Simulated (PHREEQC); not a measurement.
# Brine: speciation

A solution holds 3 mol MgCl2, 2.6 mol CaCl2 and 2 mol KBr per kg of water, at 25 °C. Closed to the air; pH follows from the charge balance.

Model: Pitzer model, pitzer.dat, run in PHREEQC.

No solid was allowed to form.

### Question
Predict the activity of water.

### Answer
activity of water 0.342.

Examples of supersaturated solids here: Sylvite, Carnallite. Others may be too. Complexes and solids missing from the database can't appear.
